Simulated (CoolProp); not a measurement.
The fluid at 298.15 K and 0.912 MPa flows at 0.071 m/s in a round tube of 100 mm bore and 15 µm roughness, fully developed (64/Re and Nu = 3.66 if laminar; Colebrook and Gnielinski if turbulent). The same conditions are run with several fluids, on thermodynamics alone (safety and materials aside).

Model: reference Helmholtz-energy equation of state of each fluid (ethanol: Schroeder 2014; n-decane: Lemmon 2006; R11: Jacobsen 1992; R124: de Vries 1995; R141b: Lemmon 2006), in CoolProp.

```
fluid     Reynolds number  Darcy friction factor  pressure drop (Pa/m)  heat-transfer coefficient (W/(m² K))  mass flow (kg/h)
--------  ---------------  ---------------------  --------------------  ------------------------------------  ----------------
ethanol               [?]                    [?]                 0.739                                  89.8              1580
n-decane             6030                 0.0356                 0.653                                  81.1               [?]
R11                 24000                 0.0251                   [?]                                   126              2970
R124                38400                 0.0226                 0.775                                   147              2730
R141b               21300                 0.0258                 0.804                                   127              2480
```

Question: Fill in the missing entries.

Answer: 
- ethanol, Reynolds number: 5130
- ethanol, Darcy friction factor: 0.0373
- n-decane, mass flow (kg/h): 1460
- R11, pressure drop (Pa/m): 0.936

Transport values come from each fluid's own correlations; those of R11, R124, R141b are estimates that may be off by 10 % or more.
